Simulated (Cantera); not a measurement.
Input (Python, Cantera) and output of one run.

```python
import numpy as np
import cantera as ct

gas_names = """
    CL CLO CL2 Mg MgCL MgCL2 MgO Mg2 O O2 O3
""".split()
cond_names = """
    Mg(cr) Mg(L) MgCL2(s) MgCL2(L) MgO(s) MgO(L)
""".split()


# ... load() reads the species with a 1 bar reference pressure and builds the phases ...
atoms = {
    'MgO': {'Mg': 1, 'O': 1},
    'Cl2': {'CL': 2},
}
top_T = {}  # K; cautious upper limits of use, not melting points


# ... equilibrate(T, P, feed) seeds the gas with the atoms and calls Mixture.equilibrate('TP', solver="vcs", rtol=1e-11, max_steps=5000) ...
results = []
P = 7  # Pa
for T in [875, 975, 1075, 1175, 1275, 1375, 1475, 1575, 1675, 1775]:
    for m in [0.86, 1.2, 1.8, 2.6, 3.7, 5.3, 7.6, 11, 16]:
        feed = {'MgO': 1, 'Cl2': m}  # mol
        mix = equilibrate(T, P, feed)
        results.append((T, P, feed, dict(zip(mix.species_names, mix.species_moles))))

for T, P, feed, n in results:
    print(f"{T:7g} {feed['Cl2']:10.4g}  " + (" + ".join(c for c in cond_names if n.get(c, 0) > 1e-12) or "gas only"))
```

Result:

```
    875       0.86  MgO(s)
    875        1.2  MgO(s)
    875        1.8  MgO(s)
    875        2.6  MgO(s)
    875        3.7  MgO(s)
    875        5.3  MgO(s)
    875        7.6  MgO(s)
    875         11  MgO(s)
    875         16  MgO(s)
    975       0.86  MgO(s)
    975        1.2  MgO(s)
    975        1.8  MgO(s)
    975        2.6  MgO(s)
    975        3.7  MgO(s)
    975        5.3  MgO(s)
    975        7.6  MgO(s)
    975         11  MgO(s)
    975         16  MgO(s)
   1075       0.86  MgO(s)
   1075        1.2  MgO(s)
   1075        1.8  MgO(s)
   1075        2.6  MgO(s)
   1075        3.7  MgO(s)
   1075        5.3  MgO(s)
   1075        7.6  MgO(s)
   1075         11  gas only
   1075         16  gas only
   1175       0.86  MgO(s)
   1175        1.2  MgO(s)
   1175        1.8  MgO(s)
   1175        2.6  MgO(s)
   1175        3.7  gas only
   1175        5.3  gas only
   1175        7.6  gas only
   1175         11  gas only
   1175         16  gas only
   1275       0.86  MgO(s)
   1275        1.2  MgO(s)
   1275        1.8  MgO(s)
   1275        2.6  gas only
   1275        3.7  gas only
   1275        5.3  gas only
   1275        7.6  gas only
   1275         11  gas only
   1275         16  gas only
   1375       0.86  MgO(s)
   1375        1.2  MgO(s)
   1375        1.8  gas only
   1375        2.6  gas only
   1375        3.7  gas only
   1375        5.3  gas only
   1375        7.6  gas only
   1375         11  gas only
   1375         16  gas only
   1475       0.86  MgO(s)
   1475        1.2  MgO(s)
   1475        1.8  MgO(s)
   1475        2.6  gas only
   1475        3.7  gas only
   1475        5.3  gas only
   1475        7.6  gas only
   1475         11  gas only
   1475         16  gas only
   1575       0.86  MgO(s)
   1575        1.2  MgO(s)
   1575        1.8  MgO(s)
   1575        2.6  gas only
   1575        3.7  gas only
   1575        5.3  gas only
   1575        7.6  gas only
   1575         11  gas only
   1575         16  gas only
   1675       0.86  MgO(s)
   1675        1.2  MgO(s)
   1675        1.8  MgO(s)
   1675        2.6  gas only
   1675        3.7  gas only
   1675        5.3  gas only
   1675        7.6  gas only
   1675         11  gas only
   1675         16  gas only
   1775       0.86  MgO(s)
   1775        1.2  MgO(s)
   1775        1.8  MgO(s)
   1775        2.6  gas only
   1775        3.7  gas only
   1775        5.3  gas only
   1775        7.6  gas only
   1775         11  gas only
   1775         16  gas only
```

Cantera equilibrium calculation (NASA polynomials, part measured and part estimated; ideal gas, pure solids and liquids).
